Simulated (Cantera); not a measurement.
An adiabatic, constant-pressure homogeneous reactor starts with 14.3 % H₂, 15.9 % O₂, 59.9 % N₂, 9.89 % H₂O, at 1800 K and 760 Torr.

Cantera simulation using the H2/O2 subset of GRI-Mech 3.0, which has no nitrogen chemistry; the numbers are that mechanism's predictions, not measurements.

Problem. Predict: time of steepest temperature rise; temperature at 0.700 s; equilibrium temperature; x(H₂) at 0.700 s; x(O₂) at 0.700 s; x(H₂O) at 0.700 s; x(OH) at 0.700 s; x(O) at 0.700 s; x(HO₂) at 0.700 s; x(H₂O₂) at 0.700 s.

Solution. 
- time of steepest temperature rise: 7.77 µs
- temperature at 0.700 s: 2562 K
- equilibrium temperature: 2562 K
- x(H₂) at 0.700 s: 0.00641 (gas-phase equilibrium 0.00641)
- x(O₂) at 0.700 s: 0.0884 (gas-phase equilibrium 0.0884)
- x(H₂O) at 0.700 s: 0.239 (gas-phase equilibrium 0.239)
- x(OH) at 0.700 s: 0.0217 (gas-phase equilibrium 0.0217)
- x(O) at 0.700 s: 0.00581 (gas-phase equilibrium 0.00581)
- x(HO₂) at 0.700 s: 1.36e-5 (gas-phase equilibrium 1.36e-5)
- x(H₂O₂) at 0.700 s: 5.74e-7 (gas-phase equilibrium 5.74e-7)
